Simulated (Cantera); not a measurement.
Input: 1 mol Si, 4.9 mol NF3, held at 0.133 bar.

These are equilibrium values from Cantera (NASA tables, ideal gas, pure condensed phases), not measurements of a reactor. Candidate condensed phases: Si, Si3N4; 16 gas species. Equilibrium is a limit: real reactors are often held back by kinetics, nucleation or transport.

### Question
At 1073 K, list the 5 most abundant gas species with their mole fractions, and the condensed phases.

### Answer
F2 0.354, F 0.314, N2 0.234, SiF4 0.0960, NF3 0.00193. Condensed: gas only.
